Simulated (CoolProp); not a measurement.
Model: reference Helmholtz-energy equation of state, Platzer 1990, in CoolProp. This equation is an older, rougher fit.

For c-C4F8 (RC318), give the phase and the cp (kJ/(kg K)), expansivity (1/kK), viscosity (µPa s), conductivity (mW/(m K)) at 136.75 °C and 843 kPa; 176.85 °C and 843 kPa; 196.85 °C and 843 kPa.


- 136.75 °C and 843 kPa: gas; cp 0.972, expansivity 3.36, viscosity 16.2, conductivity 20.4
- 176.85 °C and 843 kPa: gas; cp 1.01, expansivity 2.80, viscosity 17.7, conductivity 23.3
- 196.85 °C and 843 kPa: gas; cp 1.02, expansivity 2.59, viscosity 18.4, conductivity 24.7

Viscosity comes from a separate model (Huber 2003), an estimate that may be off by 10 % or more. Thermal conductivity comes from a separate model (Huber 2003), an estimate that may be off by 10 % or more.
